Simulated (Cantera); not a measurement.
Hydrocarbon pyrolysis for carbon deposition

An isothermal, constant-pressure homogeneous reactor starts with 1.47 % CH4, 98.5 % H2, at 1650 K and 0.525 Torr.

Cantera simulation using GRI-Mech 3.0 (53 species, 325 reactions); the numbers are that mechanism's predictions, not measurements. GRI-Mech 3.0 stops at C3 and has no aromatics, soot or wall deposition, so with more carbon than oxygen in the feed, carbon stays in small species such as C2H2 where larger ones or solid carbon would form. Radical loss at walls, strong at low pressure, is not modelled.

| t (s) | x CH4 | x H2 | x C2H4 | x C2H6 | x C2H |
|---|---|---|---|---|---|
| 7.00e-6 | 0.0147 | 0.985 | <1e-12 | <1e-12 | <1e-12 |
| 3.56e-5 | 0.0147 | 0.985 | <1e-12 | <1e-12 | <1e-12 |
| 0.000181 | 0.0147 | 0.985 | <1e-12 | <1e-12 | <1e-12 |
| 0.000917 | 0.0147 | 0.985 | <1e-12 | <1e-12 | <1e-12 |
| 0.00466 | 0.0147 | 0.985 | <1e-12 | <1e-12 | <1e-12 |
| 0.0237 | 0.0147 | 0.985 | 2.58e-11 | 3.94e-12 | <1e-12 |
| 0.120 | 0.0147 | 0.985 | 3.11e-9 | 2.01e-10 | <1e-12 |
| 0.611 | 0.0147 | 0.985 | 3.23e-7 | 5.69e-9 | <1e-12 |
| 3.10 | 0.0145 | 0.985 | 8.27e-6 | 9.52e-8 | 9.20e-11 |
| 15.8 | 0.00990 | 0.986 | 1.28e-5 | 1.94e-7 | 1.47e-8 |
| 80.0 | 0.00205 | 0.989 | 1.14e-6 | 1.21e-8 | 6.04e-8 |
x: mole fraction; the columns are a selection and need not sum to one.

Equilibrium at this temperature and pressure: CH4 1.14e-5, H2 0.989, C2H4 3.61e-7, C2H6 <1e-12, C2H 1.10e-7 (gas phase only).
